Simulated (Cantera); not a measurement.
A closed system holds: 1 mol Cr, 0.61 mol NH3, 0.76 mol N2, equilibrated at 1177 °C and 57.8 Torr.

Cantera equilibrium calculation (NASA polynomials, part measured and part estimated; ideal gas, pure solids and liquids). Candidate condensed phases: Cr, CrN, Cr2N; 11 gas species. Equilibrium is a limit: real reactors are often held back by kinetics, nucleation or transport.

Base state: H2 0.529, N2 0.471, H 2.48e-5 (mole fractions); condensed: Cr2N(s).

Task: What changes in the equilibrium state with this change: temperature from 1177 °C to 1675 °C?

Result: 
```csv
species,before,after
N2,0.471,0.533
H2,0.529,0.456
Cr,2.32e-6,0.00815
H,2.48e-5,0.00275
"Cr2N(s), mol",0.500,0
"Cr(s), mol",0,0.984
```
